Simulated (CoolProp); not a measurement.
Values from CoolProp's reference Helmholtz-energy equation of state, de Reuck 1993.

Task: For methanol, give the phase and the density (kg/m³), cp (kJ/(kg K)), speed of sound (m/s), conductivity (mW/(m K)) at 560.4 K and 82.2 MPa.

Result: 
- 560.4 K and 82.2 MPa: supercritical; density 627, cp 4.25, speed of sound 952, conductivity 189

Thermal conductivity comes from a separate model (Sykioti 2013).
